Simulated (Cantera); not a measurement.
## Dilute partial oxidation

An isothermal, constant-pressure homogeneous reactor starts with CH4 : O2 : N2 = 0.01 : 0.0078 : 1 (molar parts), at 1598 K and 1.00 bar.

Cantera simulation using GRI-Mech 3.0 (53 species, 325 reactions); the numbers are that mechanism's predictions, not measurements.

```json
[
 {"t (s)": "1.00e-5", "x CH4": "0.00982", "x O2": "0.00766", "x CO": "2.64e-12", "x CH2": "<1e-12", "x NO": "<1e-12", "x C2H6": "2.94e-12"},
 {"t (s)": "2.85e-5", "x CH4": "0.00982", "x O2": "0.00766", "x CO": "4.83e-11", "x CH2": "5.90e-12", "x NO": "<1e-12", "x C2H6": "1.02e-10"},
 {"t (s)": "8.11e-5", "x CH4": "0.00982", "x O2": "0.00766", "x CO": "5.98e-10", "x CH2": "2.53e-11", "x NO": "<1e-12", "x C2H6": "2.78e-9"},
 {"t (s)": "0.000231", "x CH4": "0.00982", "x O2": "0.00766", "x CO": "8.85e-9", "x CH2": "1.31e-10", "x NO": "<1e-12", "x C2H6": "6.49e-8"},
 {"t (s)": "0.000658", "x CH4": "0.00979", "x O2": "0.00766", "x CO": "2.06e-7", "x CH2": "8.56e-10", "x NO": "1.36e-12", "x C2H6": "1.24e-6"},
 {"t (s)": "0.00187", "x CH4": "0.00966", "x O2": "0.00762", "x CO": "7.33e-6", "x CH2": "6.65e-9", "x NO": "1.15e-11", "x C2H6": "1.57e-5"},
 {"t (s)": "0.00534", "x CH4": "0.00819", "x O2": "0.00707", "x CO": "0.000314", "x CH2": "9.41e-8", "x NO": "7.54e-10", "x C2H6": "0.000125"},
 {"t (s)": "0.0152", "x CH4": "0.000742", "x O2": "0.000284", "x CO": "0.00539", "x CH2": "2.40e-7", "x NO": "3.21e-7", "x C2H6": "4.74e-6"},
 {"t (s)": "0.0433", "x CH4": "0.000669", "x O2": "2.23e-5", "x CO": "0.00548", "x CH2": "1.20e-8", "x NO": "2.80e-7", "x C2H6": "4.09e-7"},
 {"t (s)": "0.123", "x CH4": "0.000629", "x O2": "9.52e-7", "x CO": "0.00540", "x CH2": "4.73e-9", "x NO": "2.54e-7", "x C2H6": "1.90e-7"},
 {"t (s)": "0.351", "x CH4": "0.000547", "x O2": "2.74e-10", "x CO": "0.00526", "x CH2": "3.92e-9", "x NO": "2.14e-7", "x C2H6": "1.36e-7"},
 {"t (s)": "1.00", "x CH4": "0.000427", "x O2": "1.03e-11", "x CO": "0.00526", "x CH2": "3.12e-9", "x NO": "1.74e-7", "x C2H6": "8.06e-8"}
]
```
x: mole fraction; the columns are a selection and need not sum to one.

Equilibrium at this temperature and pressure: CH4 9.11e-12, O2 3.96e-12, CO 0.00881, CH2 <1e-12, NO 9.29e-9, C2H6 <1e-12 (gas phase only).
